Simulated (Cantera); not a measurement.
**Adiabatic ignition**

An adiabatic, constant-volume homogeneous reactor starts with 9.15 % CH4, 1.10 % CO, 18.8 % O2, 70.9 % N2, equivalence ratio 1.0, at 1600 K and 12800 Torr.

Detailed kinetics in Cantera: GRI-Mech 3.0 (53 species, 325 reactions). The pressure lies above the range GRI-Mech 3.0 was tuned for (to about 10 atm). Above 3000 K some thermodynamic fits are extrapolated.

```csv
t (s),T (K),P (bar),x CH4,x CO,x O2,x C2H4,x NO
6.00e-6,1600,17.0,0.0913,0.0110,0.188,9.86e-7,<1e-12
1.27e-5,1602,17.0,0.0908,0.0110,0.188,1.32e-5,2.67e-12
2.68e-5,1617,17.2,0.0879,0.0113,0.186,0.000142,1.80e-11
5.65e-5,3198,35.3,<1e-12,0.0438,0.0191,<1e-12,0.00767
0.000119,3182,35.1,<1e-12,0.0444,0.0165,<1e-12,0.0152
0.000252,3182,35.1,<1e-12,0.0445,0.0165,<1e-12,0.0153
0.000533,3182,35.1,<1e-12,0.0445,0.0165,<1e-12,0.0153
0.00113,3182,35.1,<1e-12,0.0445,0.0165,<1e-12,0.0153
0.00238,3182,35.1,<1e-12,0.0445,0.0165,<1e-12,0.0153
0.00502,3182,35.1,<1e-12,0.0445,0.0165,<1e-12,0.0153
0.0106,3182,35.1,<1e-12,0.0445,0.0165,<1e-12,0.0153
0.0224,3182,35.1,<1e-12,0.0445,0.0165,<1e-12,0.0153
0.0473,3182,35.1,<1e-12,0.0445,0.0165,<1e-12,0.0153
0.100,3182,35.1,<1e-12,0.0445,0.0165,<1e-12,0.0153
```
x: mole fraction; the columns are a selection and need not sum to one.

```yaml
time_of_steepest_temperature_rise: 46.7 µs
temperature at 0.100 s: 3182 K
equilibrium_temperature: 3182 K
x(CH4) at 0.100 s: <1e-12 (gas-phase equilibrium <1e-12)
x(CO) at 0.100 s: 0.0445 (gas-phase equilibrium 0.0445)
x(O2) at 0.100 s: 0.0165 (gas-phase equilibrium 0.0165)
```
